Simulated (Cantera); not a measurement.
Input: 1 mol SiH₂Cl₂, 0.13 mol HCl, a varied amount of N₂, equilibrated at 552 °C and 1.33 mbar.

Cantera equilibrium calculation (NASA polynomials, part measured and part estimated; ideal gas, pure solids and liquids). Candidate condensed phases: NH₄Cl, Si, Si₃N₄; 28 gas species. N₂ is the only nitrogen source here; it is nearly inert below about 1500 K, so the nitride shown seldom forms there in practice. The numbers say what is thermodynamically allowed, not how fast it happens.

At 200 mol N₂, list the 4 most abundant gas species with their mole fractions, and the condensed phases.

N₂ 0.990, HCl 0.00865, H₂ 0.000963, SiCl₄ 0.000481. Condensed: Si₃N₄(s).
